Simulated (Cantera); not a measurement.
An isothermal, constant-pressure homogeneous reactor starts with 25.0 % N2O, 0.0799 % H2, 74.9 % N2, at 1350 K and 750 Torr.

Cantera simulation using GRI-Mech 3.0 (53 species, 325 reactions); the numbers are that mechanism's predictions, not measurements. GRI-Mech 3.0 was tuned for natural gas; its chemistry of N2O as a main component is partial and can be far from experiment. The mechanism lacks the step 2 NO + O2 → 2 NO2, which can matter for NO2 below about 1400 K. The temperature is held fixed by assumption; the heat of reaction is taken as removed at once.

Predict: x(N2O) at 2.00 s; x(N2) at 2.00 s; x(O2) at 2.00 s; x(H2O) at 2.00 s.


- x(N2O) at 2.00 s = 4.64e-5 (gas-phase equilibrium 2.88e-8)
- x(N2) at 2.00 s = 0.875 (gas-phase equilibrium 0.888)
- x(O2) at 2.00 s = 0.0965 (gas-phase equilibrium 0.111)
- x(H2O) at 2.00 s = 0.000710 (gas-phase equilibrium 0.000710)
